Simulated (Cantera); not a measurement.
Charge: 1 mol Si, 0.039 mol N2O, 69 mol N2, held at 1725 °C and 1 atm.

Method: chemical equilibrium by Gibbs-energy minimisation in Cantera with the NASA 1993 tables (ideal gas, pure condensed phases). Candidate condensed phases: Si, SiO2, Si2N2O, Si3N4; 16 gas species. Rates play no part.

Base state: N2 0.999, SiO 0.000570, Si 1.23e-5 (mole fractions); condensed: Si3N4(s).

**Question.** What changes in the equilibrium state with this change: temperature from 1725 °C to 852 °C?

**Answer.** 
| species | before | after |
|---|---|---|
| N2 | 0.999 | 1.00 |
| SiO | 0.000570 | <1e-9 |
| Si | 1.23e-5 | <1e-9 |
| Si3N4(s), mol | 0.320 | 0.307 |
| Si2N2O(s), mol | 0 | 0.0390 |
Mutual solubility and eutectic melting of coexisting phases are not modelled.

**Question.** What changes in the equilibrium state with this change: temperature from 1725 °C to 1902 °C?

**Answer.** 
| species | before | after |
|---|---|---|
| N2 | 0.999 | 0.999 |
| SiO | 0.000570 | 0.000564 |
| Si | 1.23e-5 | 0.000285 |
| Si2N | 1.24e-6 | 5.73e-5 |
| SiN | 3.23e-6 | 5.08e-5 |
| Si3N4(s), mol | 0.320 | 0 |
| Si(l), mol | 0 | 0.929 |
The tables' values for SiN are old estimates; treat these amounts as uncertain.
